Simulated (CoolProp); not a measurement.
Values from CoolProp's reference Helmholtz-energy equation of state, Schroeder 2014.

Give the vapour pressure (kPa), liquid density (kg/m³), vapour density (kg/m³), surface tension (mN/m) of saturated ethanol at 82.15 °C.


```tsv
T (°C)	p (kPa)	liquid density (kg/m³)	vapour density (kg/m³)	surface tension (mN/m)
82.15	117	733	1.90	16.3
```

Surface tension comes from a separate correlation (Mulero 2012).
